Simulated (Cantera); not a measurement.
Feed: 1 mol FeS₂, 130 mol H₂, 0.081 mol H₂O, equilibrated at 2173.15 K and 13300 Pa.

Equilibrium computed with Cantera from the NASA thermochemical tables; the gas is ideal and each condensed phase is pure. Candidate condensed phases: Fe, FeO, Fe(OH)₂, Fe(OH)₃, FeS, FeSO₄, FeS₂, Fe₂O₃, Fe₂(SO₄)₃, Fe₃O₄, H₂O, H₂SO₄, S; 22 gas species. Kinetics and transport are ignored.

**Question.** What is the equilibrium state?

**Answer.** 
```
Property                             Result
--------------------------------  ---------
x(H₂)                                 0.966
x(H)                                 0.0130
x(Fe)                               0.00754
x(H₂S)                              0.00587
x(SH)                               0.00435
x(S₂)                               0.00189
x(S)                                0.00108
x(H₂O)                             0.000606
x(SO)                               3.46e-6
gas amount                        132.6 mol
log10 activity of Fe(l) (absent)      -0.33
log10 activity of S(l) (absent)       -3.46
```
